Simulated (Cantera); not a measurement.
Low-pressure radical oxidation in H2/O2

A perfectly stirred reactor is fed with 20.6 % H2, 79.4 % O2, equivalence ratio 0.13, at 0.00210 bar; it is held at 1400 K, and followed from long to short residence time.

Computed with Cantera and GRI-Mech 3.0 (53 species, 325 reactions). Radical loss at walls, strong at low pressure, is not modelled. The temperature is held fixed by assumption; the heat of reaction is taken as removed at once.

```tsv
τ (s)	x H2	x O2	x OH	x H2O2	x HO2
0.66	0.00729	0.705	0.0152	3.78e-8	9.24e-7
0.30	0.00899	0.687	0.0166	3.69e-8	9.06e-7
0.14	0.0102	0.675	0.0174	3.58e-8	8.84e-7
0.064	0.0113	0.668	0.0179	3.54e-8	8.68e-7
0.029	0.0129	0.666	0.0184	3.58e-8	8.59e-7
0.013	0.0159	0.667	0.0191	3.73e-8	8.53e-7
0.0061	0.0215	0.672	0.0201	3.99e-8	8.45e-7
0.0028	0.0331	0.682	0.0213	4.34e-8	8.24e-7
```
x: mole fraction; the columns are a selection and need not sum to one.
